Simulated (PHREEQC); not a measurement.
Solution (25 °C): 0.319 mol NaHSO4 and 0.35 mol K2HPO4 per kg of water. It is in equilibrium with CO2 at log p = -3.4 (atm). Otherwise closed; pH follows from the charge balance.

Computed with PHREEQC (ion-association model, phreeqc.dat).

```
Quantity                 Result
-----------------  ------------
pH                         5.50
ionic strength     1.07 mol/kgw
activity of water         0.974
density             1.069 g/cm³
total alkalinity    31.0 meq/kg
```

```tsv
species	molality	activity	log γ
K+	0.595	0.354	-0.225
H2PO4-	0.319	0.208	-0.186
Na+	0.275	0.203	-0.133
SO4-2	0.177	0.0265	-0.825
KSO4-	0.101	0.0658	-0.186
NaSO4-	0.0412	0.0268	-0.186
HPO4-2	0.0244	0.00403	-0.782
KHPO4-	0.00427	0.00278	-0.186
NaHPO4-	0.00244	0.00159	-0.186
```

Precipitation was switched off in this run. Caution: at this ionic strength the ion-association model is outside its range; a Pitzer model would be the better tool where its parameters exist.
